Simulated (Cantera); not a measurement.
Mixture: CO : H2 : CH4 : O2 : N2 = 1 : 1 : 0.1 : 1.64 : 6.18 (molar parts), equivalence ratio 0.73, at 150000 Pa, adiabatic and at constant pressure. Ignition delay is the time to a rise of 400 K.

Model: GRI-Mech 3.0 (53 species, 325 reactions), integrated in Cantera.

Problem. What does this change do: pressure from 150000 Pa to 790000 Pa?

Solution. 
```json
[
 {"quantity": "delay at 1048 K", "before": "0.248 ms", "after": "1.73 ms"},
 {"quantity": "delay at 1098 K", "before": "0.121 ms", "after": "0.466 ms"},
 {"quantity": "delay at 1148 K", "before": "75.8 µs", "after": "0.122 ms"},
 {"quantity": "delay at 1198 K", "before": "53.4 µs", "after": "38.7 µs"},
 {"quantity": "delay at 1248 K", "before": "40.5 µs", "after": "17.2 µs"},
 {"quantity": "delay at 1298 K", "before": "32.3 µs", "after": "9.92 µs"},
 {"quantity": "apparent activation energy between 1198 and 1298 K", "before": "65 kJ/mol", "after": "180 kJ/mol"}
]
```

Problem. What does this change do: pressure from 150000 Pa to 1000000 Pa?

Solution. 
```
quantity                                               before       after
--------------------------------------------------  ---------  ----------
delay at 1048 K                                      0.248 ms     1.83 ms
delay at 1098 K                                      0.121 ms    0.545 ms
delay at 1148 K                                       75.8 µs    0.161 ms
delay at 1198 K                                       53.4 µs     49.3 µs
delay at 1248 K                                       40.5 µs     19.1 µs
delay at 1298 K                                       32.3 µs     9.74 µs
apparent activation energy between 1198 and 1298 K  65 kJ/mol  210 kJ/mol
```
